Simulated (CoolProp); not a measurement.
Oxygen at 449.76 K and 0.291 MPa flows at 0.095 m/s in a round tube of 20 mm bore and 1.5 µm roughness, fully developed (64/Re and Nu = 3.66 if laminar; Colebrook and Gnielinski if turbulent). Each further row changes one setting.

Model: reference Helmholtz-energy equation of state, Schmidt 1985, in CoolProp.

```csv
case,Reynolds number,Darcy friction factor,pressure drop (Pa/m),heat-transfer coefficient (W/(m² K)),mass flow (kg/h)
as stated,?,0.382,0.215,6.89,?
velocity 0.19 m/s,335,0.191,?,6.89,?
diameter 40 mm,335,0.191,?,?,?
```

Q: Complete the blanks.

A: 
- as stated, Reynolds number: 167
- as stated, mass flow (kg/h): 0.267
- velocity 0.19 m/s, pressure drop (Pa/m): 0.429
- velocity 0.19 m/s, mass flow (kg/h): 0.535
- diameter 40 mm, pressure drop (Pa/m): 0.0537
- diameter 40 mm, heat-transfer coefficient (W/(m² K)): 3.44
- diameter 40 mm, mass flow (kg/h): 1.07

Above 300 K oxygen's equation is extrapolated.

Viscosity comes from a separate model (Lemmon 2004). Thermal conductivity comes from a separate model (Lemmon 2004).
